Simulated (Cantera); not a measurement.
Cantera run:

```python
import numpy as np
import cantera as ct

gas_names = """
    H2 P2 H2O2
""".split()
cond_names = """
    P4O10(s)
""".split()


# ... load() reads the species with a 1 bar reference pressure and builds the phases ...
species = {s.name: s for s in load("nasa_gas.yaml", gas_names) + load("nasa_condensed.yaml", cond_names)}
# Each term lists the table entries of one substance; the one whose range holds T is used.
reactions = {
    '5 H2(g) + P4O10 = 2 P2(g) + 5 H2O2(g)':
        [(-5, ['H2']), (-1, ['P4O10(s)']), (2, ['P2']), (5, ['H2O2'])],
}


def pick(names, T):
    return next(species[n] for n in names if species[n].thermo.min_temp <= T <= species[n].thermo.max_temp)


results = []
for label, terms in reactions.items():
    print(label)
    print("     T/K   dH/kJ  dS/(J/K)   dG/kJ   log10 K")
    for T in [300, 375, 425, 475, 525, 575, 625]:
        used = [(nu, pick(names, T)) for nu, names in terms]
        dH = sum(nu * s.thermo.h(T) for nu, s in used) / 1e6
        dS = sum(nu * s.thermo.s(T) for nu, s in used) / 1e3
        dG = dH - T * dS / 1e3
        logK = -dG * 1e6 / (ct.gas_constant * T * np.log(10))
        results.append((label, T, dH, dS, dG, logK, [s.name for _, s in used]))
        print(f"{T:8g} {dH:8.1f} {dS:8.1f} {dG:8.1f} {logK:8.2f}")
```

It prints:

```
5 H2(g) + P4O10 = 2 P2(g) + 5 H2O2(g)
     T/K   dH/kJ  dS/(J/K)   dG/kJ   log10 K
     300   2615.6    726.2   2397.7  -417.48
     375   2608.7    705.9   2344.0  -326.50
     425   2603.4    692.5   2309.1  -283.79
     475   2597.5    679.5   2274.8  -250.15
     525   2591.2    666.8   2241.1  -222.98
     575   2584.4    654.5   2208.1  -200.59
     625   2577.2    642.5   2175.7  -181.83
```

Standard-state values (1 bar) from the NASA 1993 polynomials, evaluated with Cantera. Condensed species are held in their standard states even where they would react or evaporate.
